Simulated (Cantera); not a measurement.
A closed system holds: 1 mol H2S, 0.012 mol SO2, 5 mol O2, 0.052 mol H2, equilibrated at 2950 K and 0.383 Torr.

These are equilibrium values from Cantera (NASA tables, ideal gas, pure condensed phases), not measurements of a reactor. Candidate condensed phases: H2O, H2SO4, S; 19 gas species. Kinetics and transport are ignored.

Base state: O 0.720, H 0.163, S 0.0589, O2 0.0293, SO 0.0210, OH 0.00531, SO2 0.00160, H2 0.000740 (mole fractions); condensed: gas only.

**Question.** What changes in the equilibrium state with this change: O2 from 5 to 0.098 mol?

**Answer.** 
| species | before | after |
|---|---|---|
| H | 0.163 | 0.621 |
| S | 0.0589 | 0.299 |
| O | 0.720 | 0.0569 |
| O2 | 0.0293 | 0.000182 |
| H2 | 0.000740 | 0.0108 |
| SO | 0.0210 | 0.00844 |
| SO2 | 0.00160 | 5.06e-5 |
| S2 | 3.72e-5 | 0.000960 |
| SH | 4.91e-5 | 0.000952 |
| OH | 0.00531 | 0.00160 |

**Question.** What changes in the equilibrium state with this change: temperature from 2950 K to 2450 K?

**Answer.** 
| species | before | after |
|---|---|---|
| O2 | 0.0293 | 0.349 |
| O | 0.720 | 0.295 |
| H | 0.163 | 0.107 |
| SO2 | 0.00160 | 0.100 |
| H2O | 7.57e-5 | 0.0414 |
| S | 0.0589 | 0.00249 |
| H2 | 0.000740 | 0.0144 |
| OH | 0.00531 | 0.0599 |
| SO | 0.0210 | 0.0311 |
| S2 | 3.72e-5 | 2.53e-6 |
| SH | 4.91e-5 | 3.07e-5 |

**Question.** What changes in the equilibrium state with this change: temperature from 2950 K to 2775 K?

**Answer.** 
```tsv
species	before	after
O	0.720	0.639
H	0.163	0.166
O2	0.0293	0.0861
S	0.0589	0.0346
SO2	0.00160	0.0123
OH	0.00531	0.0153
SO	0.0210	0.0434
H2O	7.57e-5	0.000840
H2	0.000740	0.00250
```
